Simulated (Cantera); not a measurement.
Feed: 1 mol CH₄, 0.041 mol H₂O, 11 mol N₂, at 94.0 Pa.

Equilibrium computed with Cantera from the NASA thermochemical tables; the gas is ideal and each condensed phase is pure. Candidate condensed phases: C, C₆H₆, C₇H₈, C₈H₁₈, H₂O; 136 gas species. Kinetics and transport are ignored.

Task: What share of the C ends up in condensed phases as a function of T (K), at 1923, 1973, 2023, 2073, 2123, 2173, 2223, 2273, 2323, 2373, 2423, 2473, 2523, 2573?

Result: 
| T (K) | C condensed (%) | as |
|---|---|---|
| 1923 | 90.5 | C(graphite) |
| 1973 | 89.3 | C(graphite) |
| 2023 | 87.8 | C(graphite) |
| 2073 | 86.2 | C(graphite) |
| 2123 | 84.5 | C(graphite) |
| 2173 | 82.5 | C(graphite) |
| 2223 | 80.5 | C(graphite) |
| 2273 | 78.3 | C(graphite) |
| 2323 | 76.1 | C(graphite) |
| 2373 | 73.7 | C(graphite) |
| 2423 | 71.1 | C(graphite) |
| 2473 | 68.0 | C(graphite) |
| 2523 | 63.5 | C(graphite) |
| 2573 | 56.3 | C(graphite) |
